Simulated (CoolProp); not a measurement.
The fluid at 293.15 K and 0.306 MPa flows at 0.12 m/s in a round tube of 4.6 mm bore and 0.25 µm roughness, fully developed (64/Re and Nu = 3.66 if laminar; Colebrook and Gnielinski if turbulent). The same conditions are run with several fluids, on thermodynamics alone (safety and materials aside).

The numbers come from the reference Helmholtz-energy equation of state of each fluid (R245fa: Akasaka 2015; R123: Younglove 1994; benzene: Thol 2012; R236EA: Rui 2013; n-decane: Lemmon 2006) in CoolProp.

| fluid | Reynolds number | Darcy friction factor | pressure drop (Pa/m) | heat-transfer coefficient (W/(m² K)) | mass flow (kg/h) |
|---|---|---|---|---|---|
| R245fa | 1780 | 0.0360 | 76.2 | 74.4 | 9.71 |
| R123 | 1840 | 0.0348 | 80.6 | 62.0 | 10.6 |
| benzene | 749 | 0.0855 | 118 | 114 | 6.31 |
| R236EA | 1940 | … | 74.7 | 64.9 | 10.4 |
| n-decane | … | 0.145 | 166 | 104 | … |

Fill in the missing entries.


- R236EA, Darcy friction factor: 0.0331
- n-decane, Reynolds number: 440
- n-decane, mass flow (kg/h): 5.25

Transport values come from each fluid's own correlations; those of R245fa, R236EA are estimates that may be off by 10 % or more.
